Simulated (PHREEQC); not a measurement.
Dissolve 0.015 mol Cu(BF4)2, 0.24 mol H2SO4 and 0.036 mol Na2SO4 per kg of water at 20 °C. Closed to the air; pH follows from the charge balance.

All values are PHREEQC results (ion-association model, phreeqc.dat), not measurements.

```csv
quantity,before,after
pH,0.71,2.93
ionic strength (mol/kgw),0.394,0.123
HSO4- (mol/kgw),0.225,0.00121
Na+ (mol/kgw),0.0687,0.0689
SO4-2 (mol/kgw),0.0425,0.0259
NaSO4- (mol/kgw),0.00331,0.00302
```

Name the change that produced these shifts.
A) Cu(BF4)2 left out
B) diluted 5-fold with water
C) 0.01 mol/kgw CuCl2 added
D) H2SO4 left out

D, H2SO4 left out

No solid was allowed to form. Real BF4- forms and hydrolyses slowly; the run takes it at equilibrium.
